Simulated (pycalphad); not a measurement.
An equivalent pycalphad script:

```python
from pycalphad import Database, equilibrium, calculate, variables as v
import numpy as np
db = Database('COST507.tdb')
comps = ['AL', 'SI', 'MG', 'FE', 'VA']
phases = ['AL13FE4', 'AL2FE', 'AL5FE2', 'AL5FE4', 'ALFESI_ALPHA', 'ALFESI_BETA', 'ALFESI_DELTA', 'ALFESI_GAMMA', 'ALFESI_TAU1', 'ALFESI_TAU3', 'ALMG_BETA', 'ALMG_EPS', 'ALMG_GAMMA', 'BCC_B2', 'DIAMOND_A4', 'FCC_A1', 'FE2SI', 'FE5SI3', 'FESI', 'FESI2_H', 'FESI2_L', 'HCP_A3', 'LIQUID', 'MG2SI']
eq = equilibrium(db, comps, phases, {v.X('SI'): 0.0057, v.X('MG'): 0.0053, v.X('FE'): 0.0038, v.T: np.arange(1650, 349, -50), v.P: 101325, v.N: 1}, output=['HM', 'SM'])
```

Computed with pycalphad from the COST 507 light-alloy database (1999), at 1 atm. No gas phase is included, though pure Mg would boil below 1650 K. The database dates from 1999; later assessments differ in places, in temperatures and in the compounds included. The system is extrapolated from its subsystems; higher-order compounds may be missing. Amounts are mole fractions of atoms. Kinetics are ignored, which matters at the lower temperatures.

Results at three of the temperatures:

```
T = 1200.00 K, P = 101325 Pa, N = 1 mol of atoms
G = -59069 J/mol, H = 37055 J/mol, S = 80.10 J/(mol K)  (SER reference)
chemical potentials (J/mol): Al -58147, Si -90010, Mg -116399, Fe -171876
phase             fraction      x(Al)      x(Si)      x(Mg)      x(Fe)
LIQUID              1.0000     0.9852     0.0057     0.0053     0.0038
```

```
T = 750.00 K, P = 101325 Pa, N = 1 mol of atoms
G = -28074 J/mol, H = 11971 J/mol, S = 53.39 J/(mol K)  (SER reference)
chemical potentials (J/mol): Al -27518, Si -26551, Mg -57045, Fe -133966
phase             fraction      x(Al)      x(Si)      x(Mg)      x(Fe)
FCC_A1              0.9748     0.9926     0.0020     0.0054   1.58e-05
ALFESI_BETA         0.0252     0.7000     0.1500       none     0.1500
```

```
T = 500.00 K, P = 101325 Pa, N = 1 mol of atoms
G = -16163 J/mol, H = 4561 J/mol, S = 41.45 J/(mol K)  (SER reference)
chemical potentials (J/mol): Al -15580, Si -14366, Mg -46359, Fe -128099
phase             fraction      x(Al)      x(Si)      x(Mg)      x(Fe)
FCC_A1              0.9691     0.9998   5.33e-05   0.000174   3.19e-08
ALFESI_BETA         0.0150     0.7000     0.1500       none     0.1500
ALFESI_ALPHA        0.0082     0.7079     0.1021       none     0.1900
MG2SI               0.0077       none     0.3333     0.6667       none
```

Changes of the phase set, refined by bisection:

```
T (K)                           phases above                              phases below
-----  -------------------------------------  ----------------------------------------
925.0                                 liquid                              fcc + liquid
917.4                           fcc + liquid                    AL13FE4 + fcc + liquid
898.4                 AL13FE4 + fcc + liquid     AL13FE4 + ALFESI_ALPHA + fcc + liquid
897.8  AL13FE4 + ALFESI_ALPHA + fcc + liquid               ALFESI_ALPHA + fcc + liquid
892.4            ALFESI_ALPHA + fcc + liquid                        ALFESI_ALPHA + fcc
838.3                     ALFESI_ALPHA + fcc          ALFESI_ALPHA + ALFESI_BETA + fcc
752.6       ALFESI_ALPHA + ALFESI_BETA + fcc                         ALFESI_BETA + fcc
740.7                      ALFESI_BETA + fcc                 ALFESI_BETA + fcc + MG2SI
703.3              ALFESI_BETA + fcc + MG2SI  ALFESI_ALPHA + ALFESI_BETA + fcc + MG2SI
```

Database names, with the compositions (at.%) that they take in these runs: AL13FE4: Al 76 Fe 24; ALFESI_ALPHA: Al 69-73 Fe 19 Si 8-12; ALFESI_BETA: Al 70 Si 15 Fe 15; MG2SI: Mg 67 Si 33. FCC_A1 is fcc. An entry "none" or "no" means that the model of the phase leaves that element out.
